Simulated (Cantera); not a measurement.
An isothermal, constant-pressure homogeneous reactor starts with CO : O2 : H2O : N2 = 0.024 : 0.004 : 0.00047 : 1 (molar parts), at 975 K and 59000 Pa. Integrator tolerance rtol = 1e-08.

Model: GRI-Mech 3.0 (53 species, 325 reactions), integrated in Cantera.

Q: What does this change do: pressure from 59000 Pa to 29000 Pa?

A: 
```tsv
quantity	before	after
x(CO) at 40.0 s	0.0155 (gas-phase equilibrium 0.0153)	0.0154 (gas-phase equilibrium 0.0153)
x(O2) at 40.0 s	2.75e-8 (gas-phase equilibrium <1e-12)	4.78e-10 (gas-phase equilibrium <1e-12)
x(H2O) at 40.0 s	0.000329 (gas-phase equilibrium 0.000115)	0.000235 (gas-phase equilibrium 0.000115)
x(H2) at 40.0 s	0.000130 (gas-phase equilibrium 0.000344)	0.000224 (gas-phase equilibrium 0.000344)
x(HO2) at 40.0 s	5.23e-12 (gas-phase equilibrium <1e-12)	<1e-12 (gas-phase equilibrium <1e-12)
x(NO) at 40.0 s	8.01e-9 (gas-phase equilibrium <1e-12)	1.41e-7 (gas-phase equilibrium <1e-12)
x(NO2) at 40.0 s	<1e-12 (gas-phase equilibrium <1e-12)	<1e-12 (gas-phase equilibrium <1e-12)
```

Q: What does this change do: temperature 975 to 1400 K?

A: 
```
quantity                                             before                                      after
----------------  -----------------------------------------  -----------------------------------------
x(CO) at 40.0 s       0.0155 (gas-phase equilibrium 0.0153)      0.0154 (gas-phase equilibrium 0.0154)
x(O2) at 40.0 s      2.75e-8 (gas-phase equilibrium <1e-12)    9.79e-12 (gas-phase equilibrium <1e-12)
x(H2O) at 40.0 s  0.000329 (gas-phase equilibrium 0.000115)  0.000243 (gas-phase equilibrium 0.000243)
x(H2) at 40.0 s   0.000130 (gas-phase equilibrium 0.000344)  0.000215 (gas-phase equilibrium 0.000215)
x(HO2) at 40.0 s    5.23e-12 (gas-phase equilibrium <1e-12)      <1e-12 (gas-phase equilibrium <1e-12)
x(NO) at 40.0 s      8.01e-9 (gas-phase equilibrium <1e-12)    2.55e-6 (gas-phase equilibrium 1.18e-9)
x(NO2) at 40.0 s      <1e-12 (gas-phase equilibrium <1e-12)      <1e-12 (gas-phase equilibrium <1e-12)
```
